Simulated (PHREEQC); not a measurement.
# Acid mine or pickling water: speciation

Model water analysis in mg/L, 20 °C, pH 3.66, pe 9.4:

```json
[
 {"constituent": "Na", "mg/L": "50.2"},
 {"constituent": "K", "mg/L": "23.9"},
 {"constituent": "Ca", "mg/L": "150"},
 {"constituent": "Mg", "mg/L": "18.5"},
 {"constituent": "Cl", "mg/L": "39.2"},
 {"constituent": "S(6) as SO4", "mg/L": "534"},
 {"constituent": "Mn(2)", "mg/L": "0.13"},
 {"constituent": "B", "mg/L": "0.884"}
]
```

Valence states are taken as typed.

Equilibrium calculation in PHREEQC: ion-association model, wateq4f.dat.

Each row changes one thing in this solution. This is a speciation only: nothing precipitates in the calculation.

```
case                                             ionic strength (mol/kgw)  SO4-2 (mol/kgw)  Ca+2 (mol/kgw)  CaSO4 (mol/kgw)  Mg+2 (mol/kgw)  MgSO4 (mol/kgw)  SI of Gypsum (CaSO4:2H2O)  SI of Halite (NaCl)
-----------------------------------------------  ------------------------  ---------------  --------------  ---------------  --------------  ---------------  -------------------------  -------------------
as made                                                            0.0178          0.00441         0.00287         0.000870        0.000572         0.000189                      -0.76                -7.31
S(6) from 534 to 1070 mg/L                                         0.0267          0.00937         0.00244              ___        0.000479         0.000282                      -0.58                -7.33
Mg from 18.5 to 37 mg/L                                            0.0188          0.00427             ___         0.000835         0.00116         0.000363                      -0.78                -7.31
all concentrations times 4 at the same typed pH                       ___           0.0152         0.00961          0.00540         0.00188              ___                      +0.04                -6.18
```

### Question
Complete the blanks.

### Answer

- S(6) from 534 to 1070 mg/L, CaSO4 (mol/kgw): 0.00131
- Mg from 18.5 to 37 mg/L, Ca+2 (mol/kgw): 0.00291
- all concentrations times 4 at the same typed pH, ionic strength (mol/kgw): 0.0615
- all concentrations times 4 at the same typed pH, MgSO4 (mol/kgw): 0.00118
